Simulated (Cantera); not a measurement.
An adiabatic, constant-pressure homogeneous reactor starts with 47.6 % H2, 9.90 % O2, 37.3 % N2, 5.24 % H2O, equivalence ratio 2.4, at 1298 K and 0.987 atm.

Detailed kinetics in Cantera: the H2/O2 subset of GRI-Mech 3.0, which has no nitrogen chemistry.

Task: Predict: time of steepest temperature rise; temperature at 3.00 s; equilibrium temperature; x(H2) at 3.00 s; x(O2) at 3.00 s; x(H2O) at 3.00 s; x(OH) at 3.00 s; x(O) at 3.00 s.

Result: 
```
Property                                                              Result
---------------------------------  -----------------------------------------
time of steepest temperature rise                                    35.5 µs
temperature at 3.00 s                                                 2558 K
equilibrium temperature                                               2558 K
x(H2) at 3.00 s                          0.298 (gas-phase equilibrium 0.298)
x(O2) at 3.00 s                      5.12e-5 (gas-phase equilibrium 5.12e-5)
x(H2O) at 3.00 s                         0.271 (gas-phase equilibrium 0.271)
x(OH) at 3.00 s                      0.00356 (gas-phase equilibrium 0.00356)
x(O) at 3.00 s                     0.000138 (gas-phase equilibrium 0.000138)
```
